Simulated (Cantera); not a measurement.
A closed system holds: 1 mol Si, a varied amount of Cl₂, 0.32 mol H₂, at 725 K and 90.0 Torr.

Equilibrium computed with Cantera from the NASA thermochemical tables; the gas is ideal and each condensed phase is pure. Candidate condensed phases: Si; 19 gas species. Rates play no part.

Task: At 2.1 mol Cl₂, list the 4 most abundant gas species with their mole fractions, and the condensed phases.

Result: SiCl₄ 0.704, H₂ 0.155, HCl 0.141, SiHCl₃ 0.000238. Condensed: gas only.
